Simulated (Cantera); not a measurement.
An isothermal, constant-pressure homogeneous reactor starts with 1.77 % CO, 7.09 % O₂, 2.57 % H₂O, 88.6 % N₂, equivalence ratio 0.12, at 1425 K and 5.70 bar.

Model: GRI-Mech 3.0 (53 species, 325 reactions), integrated in Cantera.

**Question.** Predict: x(CO) at 20.0 s; x(O₂) at 20.0 s; x(H₂O) at 20.0 s; x(CO₂) at 20.0 s; x(NO) at 20.0 s; x(OH) at 20.0 s.

**Answer.** 
```
Item                                                Result
----------------  ----------------------------------------
x(CO) at 20.0 s    4.51e-8 (gas-phase equilibrium 4.52e-8)
x(O₂) at 20.0 s      0.0626 (gas-phase equilibrium 0.0623)
x(H₂O) at 20.0 s     0.0259 (gas-phase equilibrium 0.0259)
x(CO₂) at 20.0 s     0.0179 (gas-phase equilibrium 0.0179)
x(NO) at 20.0 s   5.71e-7 (gas-phase equilibrium 0.000485)
x(OH) at 20.0 s    9.61e-6 (gas-phase equilibrium 9.60e-6)
```
